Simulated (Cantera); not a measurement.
Charge: 1 mol AlCl3, 42 mol N2O, 220 mol H2, 2.3 mol NH3, held at 64000 Pa.

Cantera equilibrium calculation (NASA polynomials, part measured and part estimated; ideal gas, pure solids and liquids). Candidate condensed phases: Al, AlCl3, AlN, Al2O3, H2O, NH4Cl; 45 gas species. Gases not in the tables: Al(OH)3. Rates play no part. All values below are at 1227 °C.

Base state: H2 0.677, N2 0.161, H2O 0.151, HCl 0.0112, H 1.81e-5 (mole fractions); condensed: Al2O3(s).

### Question
What changes in the equilibrium state with this change: H2 from 220 to 1.5 mol?

### Answer
```
species        before     after
-------------  ------  --------
N2              0.161     0.633
O2              <1e-9     0.271
H2O             0.151    0.0518
H2              0.677   2.35e-7
HCl            0.0112    0.0416
NO              <1e-9   0.00124
Cl2             <1e-9  0.000434
ClO             <1e-9   1.56e-5
Al2O3(s), mol   0.500     0.500
```
